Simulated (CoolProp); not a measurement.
Values from CoolProp's reference Helmholtz-energy equation of state, Lemmon 2006. It is a short technical equation, of lower accuracy than the large ones.

For toluene, give the phase and the density (kg/m³), cp (kJ/(kg K)), cv (kJ/(kg K)), expansivity (1/kK) at 620 K and 3.09 MPa; 620 K and 3.87 MPa; 620 K and 6.19 MPa.


- 620 K and 3.09 MPa: gas; density 76.4, cp 2.54, cv 2.17, expansivity 4.64
- 620 K and 3.87 MPa: gas; density 110, cp 2.84, cv 2.21, expansivity 7.19
- 620 K and 6.19 MPa: supercritical; density 374, cp 4.31, cv 2.27, expansivity 16.6
